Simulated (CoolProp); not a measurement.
Aqueous calcium chloride as a coolant, at 15 °C, 1 atm.

Computed with CoolProp (Melinder's fits for secondary coolants).

```json
[
 {"mass %": "4.8", "freezing point (°C)": "-2.3", "density (kg/m³)": "1038", "viscosity (mPa s)": "1.28", "Prandtl number": "8.52", "cp (kJ/(kg K))": "3.893"},
 {"mass %": "6.4", "freezing point (°C)": "-3.2", "density (kg/m³)": "1053", "viscosity (mPa s)": "1.33", "Prandtl number": "8.67", "cp (kJ/(kg K))": "3.800"},
 {"mass %": "8", "freezing point (°C)": "-4.3", "density (kg/m³)": "1068", "viscosity (mPa s)": "1.39", "Prandtl number": "8.84", "cp (kJ/(kg K))": "3.710"},
 {"mass %": "9.6", "freezing point (°C)": "-5.5", "density (kg/m³)": "1083", "viscosity (mPa s)": "1.45", "Prandtl number": "9.04", "cp (kJ/(kg K))": "3.620"},
 {"mass %": "11.3", "freezing point (°C)": "-7.0", "density (kg/m³)": "1099", "viscosity (mPa s)": "1.52", "Prandtl number": "9.30", "cp (kJ/(kg K))": "3.527"},
 {"mass %": "12.9", "freezing point (°C)": "-8.6", "density (kg/m³)": "1114", "viscosity (mPa s)": "1.60", "Prandtl number": "9.59", "cp (kJ/(kg K))": "3.441"},
 {"mass %": "14.5", "freezing point (°C)": "-10.5", "density (kg/m³)": "1129", "viscosity (mPa s)": "1.70", "Prandtl number": "9.94", "cp (kJ/(kg K))": "3.357"},
 {"mass %": "16.1", "freezing point (°C)": "-12.4", "density (kg/m³)": "1144", "viscosity (mPa s)": "1.81", "Prandtl number": "10.4", "cp (kJ/(kg K))": "3.277"},
 {"mass %": "17.8", "freezing point (°C)": "-14.8", "density (kg/m³)": "1161", "viscosity (mPa s)": "1.94", "Prandtl number": "10.9", "cp (kJ/(kg K))": "3.196"},
 {"mass %": "19.4", "freezing point (°C)": "-17.3", "density (kg/m³)": "1176", "viscosity (mPa s)": "2.09", "Prandtl number": "11.5", "cp (kJ/(kg K))": "3.124"},
 {"mass %": "21", "freezing point (°C)": "-20.0", "density (kg/m³)": "1192", "viscosity (mPa s)": "2.25", "Prandtl number": "12.2", "cp (kJ/(kg K))": "3.057"},
 {"mass %": "22.6", "freezing point (°C)": "-23.2", "density (kg/m³)": "1207", "viscosity (mPa s)": "2.45", "Prandtl number": "13.0", "cp (kJ/(kg K))": "2.995"}
]
```
